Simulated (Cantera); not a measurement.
A Cantera script and what it prints.

```python
import numpy as np
import cantera as ct

gas_names = [...]  # 118 gases of nasa_gas.yaml made of C, Cl, F, H
cond_names = """
    C(gr) C6H6(L) C7H8(L) C8H18(L),n-octa
""".split()


# ... load() reads the species with a 1 bar reference pressure and builds the phases ...
atoms = {
    'C2F6': {'C': 2, 'F': 6},
    'HCl': {'H': 1, 'CL': 1},
    'H2': {'H': 2},
}
top_T = {'C(gr)': 4500}  # K; cautious upper limits of use, not melting points


# ... equilibrate(T, P, feed) seeds the gas with the atoms and calls Mixture.equilibrate('TP', solver="vcs", rtol=1e-11, max_steps=5000) ...
results = []
feed = {'C2F6': 1, 'HCl': 0.019, 'H2': 0.13}  # mol
P = 49  # Pa
for T in [1423, 1473, 1523, 1573, 1623, 1673, 1723, 1773, 1823, 1873, 1923, 1973]:
    mix = equilibrate(T, P, feed)
    results.append((T, P, feed, dict(zip(mix.species_names, mix.species_moles))))

top = {s: max(r[3][s] / sum(r[3][g] for g in gas_names) for r in results) for s in gas_names}
cols = sorted((s for s in top if top[s] > 0.001), key=lambda s: -top[s])[:5]
seen = [c for c in cond_names if any(r[3].get(c, 0) > 1e-12 for r in results)]
print("log10 of partial pressures in bar; condensed amounts in mol")
print(f"{'T/K':>10s}" + "".join(f"{s[:9]:>10s}" for s in cols + seen))
for T, P, feed, n in results:
    ng = sum(n[g] for g in gas_names)
    print(f"{T:10.4g}" + "".join(f"{np.log10(max(n[s] / ng * P / 1e5, 1e-99)):10.3f}" for s in cols)
          + "".join(f"{n.get(c, 0):10.4g}" for c in seen))
```

Output:

```
log10 of partial pressures in bar; condensed amounts in mol
       T/K       CF4       CF2         F        HF        CL     C(gr)
      1423    -3.392    -6.592    -7.149    -4.102    -5.287    0.5692
      1473    -3.393    -6.244    -6.755    -4.102    -5.280    0.5687
      1523    -3.394    -5.919    -6.387    -4.103    -5.276    0.5678
      1573    -3.395    -5.616    -6.042    -4.104    -5.275     0.566
      1623    -3.399    -5.333    -5.719    -4.105    -5.275    0.5628
      1673    -3.405    -5.068    -5.416    -4.108    -5.277    0.5573
      1723    -3.415    -4.822    -5.131    -4.114    -5.282    0.5483
      1773    -3.433    -4.593    -4.865    -4.123    -5.291    0.5338
      1823    -3.462    -4.384    -4.616    -4.138    -5.306    0.5118
      1873    -3.510    -4.196    -4.386    -4.162    -5.330    0.4795
      1923    -3.586    -4.034    -4.175    -4.198    -5.365    0.4353
      1973    -3.705    -3.904    -3.987    -4.249    -5.417    0.3817
```

Equilibrium computed with Cantera from the NASA thermochemical tables; the gas is ideal and each condensed phase is pure. The feed counts by its element totals alone. Gases not in the tables: C2F6 and larger saturated fluorocarbons.
